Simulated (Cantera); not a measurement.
Silicon epitaxy and polysilicon growth: SiHCl3 + HCl + N2

Input: 1 mol SiHCl3, 0.6 mol HCl, 29 mol N2, at 752 °C and 0.100 bar.

Equilibrium computed with Cantera from the NASA thermochemical tables; the gas is ideal and each condensed phase is pure. Candidate condensed phases: NH4Cl, Si, Si3N4; 28 gas species. N2 is the only nitrogen source here; it is nearly inert below about 1500 K, so the nitride shown seldom forms there in practice. The tables' values for SiCl3 are old estimates; treat these amounts as uncertain. The numbers say what is thermodynamically allowed, not how fast it happens.

- x(N2) = 0.934
- x(HCl) = 0.0424
- x(SiCl4) = 0.0186
- x(H2) = 0.00480
- x(SiCl3) = 1.97e-5
- x(SiHCl3) = 1.81e-5
- n(Si3N4(s)) = 0.142 mol
- gas amount = 30.74 mol
- log10 activity of Si(s) (absent) = -6.19
